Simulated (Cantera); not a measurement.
What does this Cantera script print?

```python
import numpy as np
import cantera as ct

gas = ct.Solution("h2o2.yaml")
gas.TPX = 1150, 1333, {'H2': 0.015, 'O2': 1, 'N2': 0.1}
reactor = ct.IdealGasConstPressureReactor(gas, energy="off", clone=False)
net = ct.ReactorNet([reactor])
net.rtol, net.atol = 1e-08, 1e-18
show = ['H2', 'O2', 'H2O', 'O', 'H', 'OH', 'H2O2']
times = np.geomspace(2e-06, 200, 12)

steps = ct.SolutionArray(gas, extra=["t"])
rows = []
print(f"{'t/s':>10s}{'T/K':>9s}{'P/Pa':>11s}" + "".join(f"{s:>11s}" for s in show))
for t in times:
    while net.time < t:
        t_next = net.step()
        steps.append(gas.state, t=t_next)
    rows.append([np.interp(t, steps.t, y) for y in (steps.T, steps.P, *steps(*show).X.T)])
    print(f"{t:10.3e}{rows[-1][0]:9.1f}{rows[-1][1]:11.4g}" + "".join(f"{x:11.3e}" for x in rows[-1][2:]))
rate = np.gradient(steps.T, steps.t)
print("integrator steps:", len(steps.t))
if steps.T.max() > steps.T[0] + 200:
    print(f"time of steepest temperature rise: {steps.t[rate.argmax()]:.4e} s")
gas.TPX = 1150, 1333, {'H2': 0.015, 'O2': 1, 'N2': 0.1}
gas.equilibrate("TP")
print(f"equilibrium (TP): T = {gas.T:.1f} K  " + "  ".join(f"{s} {gas[s].X[0]:.3e}" for s in show))
```

Output:

```
       t/s      T/K       P/Pa         H2         O2        H2O          O          H         OH       H2O2
 2.000e-06   1150.0       1333  1.345e-02  8.969e-01  3.841e-16  1.420e-13  8.112e-12  1.418e-13  5.867e-18
 1.067e-05   1150.0       1333  1.345e-02  8.969e-01  5.114e-14  3.751e-12  4.034e-11  3.723e-12  1.629e-16
 5.696e-05   1150.0       1333  1.345e-02  8.969e-01  6.310e-12  8.440e-11  1.567e-10  8.105e-11  4.634e-15
 3.040e-04   1150.0       1333  1.345e-02  8.969e-01  4.879e-10  1.275e-09  4.626e-10  1.045e-09  1.318e-13
 1.622e-03   1150.0       1333  1.345e-02  8.969e-01  5.447e-08  5.166e-08  9.264e-09  3.398e-08  3.761e-12
 8.658e-03   1150.0       1333  2.610e-03  8.878e-01  9.074e-03  7.262e-03  1.532e-03  2.007e-03  1.313e-07
 4.620e-02   1150.0       1333  6.242e-05  8.882e-01  1.276e-02  7.758e-03  5.612e-04  7.544e-04  2.532e-08
 2.466e-01   1150.0       1333  1.778e-05  8.939e-01  1.327e-02  2.165e-03  8.330e-05  4.039e-04  2.249e-08
 1.316e+00   1150.0       1333  1.394e-06  8.959e-01  1.348e-02  1.712e-04  1.862e-06  1.144e-04  1.058e-08
 7.022e+00   1150.0       1333  8.088e-08  8.961e-01  1.353e-02  1.010e-05  2.678e-08  2.791e-05  1.875e-09
 3.748e+01   1150.0       1333  7.159e-09  8.962e-01  1.354e-02  9.069e-07  7.212e-10  8.369e-06  2.443e-10
 2.000e+02   1150.0       1333  1.048e-09  8.962e-01  1.354e-02  1.338e-07  4.093e-11  3.214e-06  4.111e-11
integrator steps: 2091
equilibrium (TP): T = 1150.0 K  H2 5.358e-10  O2 8.962e-01  H2O 1.354e-02  O 6.860e-08  H 1.506e-11  OH 2.301e-06  H2O2 2.224e-11
```

Detailed kinetics in Cantera: the H2/O2 subset of GRI-Mech 3.0, which has no nitrogen chemistry. Radical loss at walls, strong at low pressure, is not modelled.
